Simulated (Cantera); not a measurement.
What does this Cantera script print?

```python
import numpy as np
import cantera as ct

gas_names = """
    Electron H H+ H- HNO HNO2 HNO3 HO2 H2 H2+ H2- H2O H2O+ H2O2 H3O+ N N+ N- NH NH+ NH2 NH3 NH2OH NH4+
    NO NO+ NO2 NO2- NO3 NO3- N2 N2+ N2- N2H2 N2H4 N2O N2O+ O O+ O- OH OH+ OH- O2 O2+ O2- O3
""".split()
cond_names = """
    H2O(s) H2O(L)
""".split()


def load(file, names, dense=False):
    # The tables refer to 1 bar. Condensed volumes are neglected.
    table = {s.name: s for s in ct.Species.list_from_file(file)}
    out = []
    for n in names:
        d = dict(table[n].input_data)
        d["thermo"] = dict(d["thermo"], **{"reference-pressure": 1e5})
        if dense:
            d["equation-of-state"] = {"model": "constant-volume", "density": "1e6 g/cm^3"}
        out.append(ct.Species.from_dict(d))
    return out


gas = ct.Solution(thermo="ideal-gas", species=load("nasa_gas.yaml", gas_names))
cond = {s.name: ct.Solution(thermo="fixed-stoichiometry", species=[s], name=s.name)
        for s in load("nasa_condensed.yaml", cond_names, dense=True)}
atoms = {
    'NH3': {'N': 1, 'H': 3},
    'H2O': {'H': 2, 'O': 1},
    'H2': {'H': 2},
}
top_T = {}  # K; cautious upper limits of use, not melting points


def equilibrate(T, P, feed):
    n = {}
    for name, mol in feed.items():
        for a, k in atoms[name].items():
            n[a] = n.get(a, 0.0) + k * mol
    gas.TPX = T, P, n
    mass = sum(n.values()) * gas.mean_molecular_weight
    gas.equilibrate("TP")
    valid = [c for c in cond.values() if c.min_temp <= T <= top_T.get(c.name, c.max_temp)]
    mix = ct.Mixture([(gas, mass / gas.mean_molecular_weight)] + [(c, 0.0) for c in valid])
    mix.T, mix.P = T, P
    mix.equilibrate("TP", solver="vcs", rtol=1e-11, max_steps=5000)
    return mix


results = []
feed = {'NH3': 1, 'H2O': 1.9, 'H2': 11}  # mol
P = 100000  # Pa
for T in [2500, 2750, 3000, 3250, 3500, 3750, 4000, 4250, 4500, 4750, 5000]:
    mix = equilibrate(T, P, feed)
    results.append((T, P, feed, dict(zip(mix.species_names, mix.species_moles))))
    x = sorted(zip(gas.X, gas.species_names), reverse=True)
    print(f"T = {T:g} K  P = {P:g} Pa  gas = {mix.phase_moles(0):.4g} mol")
    print("   x: " + "  ".join(f"{s} {v:.3e}" for v, s in x if v > 1e-06))
    print("   condensed (mol): " + ("  ".join(f"{mix.phase(i).name} {mix.phase_moles(i):.4g}"
          for i in range(1, mix.n_phases) if mix.phase_moles(i) > 1e-12) or "none"))
```

Result:

```
T = 2500 K  P = 100000 Pa  gas = 15.08 mol
   x: H2 8.181e-01  H2O 1.253e-01  N2 3.316e-02  H 2.274e-02  OH 7.216e-04  O 1.320e-05  NO 9.373e-06  NH3 1.400e-06
   condensed (mol): none
T = 2750 K  P = 100000 Pa  gas = 15.39 mol
   x: H2 7.835e-01  H2O 1.208e-01  H 6.055e-02  N2 3.247e-02  OH 2.507e-03  O 1.226e-04  NO 4.186e-05  O2 7.609e-06  NH3 1.028e-06
   condensed (mol): none
T = 3000 K  P = 100000 Pa  gas = 16.04 mol
   x: H2 7.168e-01  H 1.337e-01  H2O 1.106e-01  N2 3.109e-02  OH 6.849e-03  O 7.827e-04  NO 1.430e-04  O2 4.779e-05  N 2.456e-06  NH 1.011e-06
   condensed (mol): none
T = 3250 K  P = 100000 Pa  gas = 17.26 mol
   x: H2 6.105e-01  H 2.508e-01  H2O 9.084e-02  N2 2.877e-02  OH 1.480e-02  O 3.625e-03  NO 3.819e-04  O2 2.103e-04  N 1.047e-05  NH 2.708e-06
   condensed (mol): none
T = 3500 K  P = 100000 Pa  gas = 19.29 mol
   x: H2 4.712e-01  H 4.054e-01  H2O 6.053e-02  N2 2.551e-02  OH 2.398e-02  O 1.202e-02  NO 7.679e-04  O2 5.942e-04  N 3.539e-05  NH 5.779e-06  NH2 1.044e-06
   condensed (mol): none
T = 3750 K  P = 100000 Pa  gas = 22.14 mol
   x: H 5.698e-01  H2 3.231e-01  H2O 2.906e-02  O 2.702e-02  OH 2.681e-02  N2 2.199e-02  NO 1.093e-03  O2 9.244e-04  N 9.958e-05  NH 1.011e-05  HO2 1.169e-06  NH2 1.024e-06
   condensed (mol): none
T = 4000 K  P = 100000 Pa  gas = 25.17 mol
   x: H 7.084e-01  H2 1.975e-01  O 4.198e-02  OH 2.083e-02  N2 1.917e-02  H2O 9.938e-03  NO 1.134e-03  O2 7.956e-04  N 2.457e-04  NH 1.518e-05
   condensed (mol): none
T = 4250 K  P = 100000 Pa  gas = 27.59 mol
   x: H 8.021e-01  H2 1.116e-01  O 5.126e-02  N2 1.734e-02  OH 1.288e-02  H2O 2.783e-03  NO 9.783e-04  N 5.517e-04  O2 4.773e-04  NH 2.052e-05  Electron 1.224e-06  NO+ 1.192e-06
   condensed (mol): none
T = 4500 K  P = 100000 Pa  gas = 29.15 mol
   x: H 8.564e-01  H2 6.134e-02  O 5.582e-02  N2 1.617e-02  OH 7.308e-03  N 1.145e-03  NO 7.892e-04  H2O 7.472e-04  O2 2.518e-04  NH 2.592e-05  Electron 2.402e-06  NO+ 2.292e-06
   condensed (mol): none
T = 4750 K  P = 100000 Pa  gas = 30.06 mol
   x: H 8.854e-01  O 5.798e-02  H2 3.412e-02  N2 1.520e-02  OH 4.127e-03  N 2.203e-03  NO 6.266e-04  H2O 2.106e-04  O2 1.316e-04  NH 3.117e-05  Electron 4.402e-06  NO+ 3.977e-06
   condensed (mol): none
T = 5000 K  P = 100000 Pa  gas = 30.57 mol
   x: H 9.002e-01  O 5.904e-02  H2 1.959e-02  N2 1.412e-02  N 3.939e-03  OH 2.394e-03  NO 4.961e-04  O2 7.108e-05  H2O 6.448e-05  NH 3.602e-05  Electron 7.736e-06  NO+ 6.285e-06  H+ 1.342e-06
   condensed (mol): none
```

Method: chemical equilibrium by Gibbs-energy minimisation in Cantera with the NASA 1993 tables (ideal gas, pure condensed phases).
